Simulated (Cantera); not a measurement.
Standard-state values (1 bar) from the NASA 1993 polynomials, evaluated with Cantera. Values are per mole of reaction as written; species without (g) are pure solids or liquids, kept so even where they would boil at 1 bar.

3 TiCl₄(g) + O₃(g) → 3 TiOCl₂(g) + 6 Cl(g)

| T (K) | ΔH° (kJ) | ΔS° (J/K) | ΔG° (kJ) | log10 K |
|---|---|---|---|---|
| 423 | 1241.1 | 656.8 | 963.3 | -118.95 |
| 448 | 1241.5 | 657.7 | 946.8 | -110.39 |
| 473 | (withheld) | (withheld) | (withheld) | (withheld) |
| 498 | 1242.2 | 659.2 | 913.9 | -95.86 |
| 523 | (withheld) | (withheld) | (withheld) | (withheld) |
| 548 | (withheld) | (withheld) | (withheld) | (withheld) |

Question: What belongs in the gaps?

Answer: 
- 473, ΔH° (kJ): 1241.9
- 473, ΔS° (J/K): 658.5
- 473, ΔG° (kJ): 930.4
- 473, log10 K: -102.74
- 523, ΔH° (kJ): 1242.5
- 523, ΔS° (J/K): 659.9
- 523, ΔG° (kJ): 897.4
- 523, log10 K: -89.63
- 548, ΔH° (kJ): 1242.9
- 548, ΔS° (J/K): 660.5
- 548, ΔG° (kJ): 880.9
- 548, log10 K: -83.97
